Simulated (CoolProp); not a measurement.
Properties of R134a along the isotherm 357 K (Tc = 374.2 K, pc = 4059 kPa, ω = 0.327).

The numbers come from the reference Helmholtz-energy equation of state, Tillner-Roth 1994 in CoolProp.

| p (kPa) | phase | density (kg/m³) | cv (kJ/(kg K)) | isothermal compressibility (1/MPa) |
|---|---|---|---|---|
| 677 | gas | 25.13 | … | 1.602 |
| 1350 | gas | 55.05 | 0.9092 | … |
| 2030 | gas | 94.01 | … | … |
| 2710 | gas | … | 1.034 | 0.8080 |
| 3380 | liquid | … | 1.016 | … |
| 4060 | liquid | 940.1 | 1.007 | 0.02976 |
| 4740 | liquid | 957.4 | 1.002 | 0.02434 |
| 5410 | liquid | 971.9 | 0.9983 | … |
| 6090 | liquid | 984.8 | 0.9953 | 0.01814 |

Task: Complete the blanks.

Result: 
- 677, cv (kJ/(kg K)): 0.8784
- 1350, isothermal compressibility (1/MPa): 0.8991
- 2030, cv (kJ/(kg K)): 0.9526
- 2030, isothermal compressibility (1/MPa): 0.7171
- 2710, density (kg/m³): 154.3
- 3380, density (kg/m³): 918.7
- 3380, isothermal compressibility (1/MPa): 0.03902
- 5410, isothermal compressibility (1/MPa): 0.02077
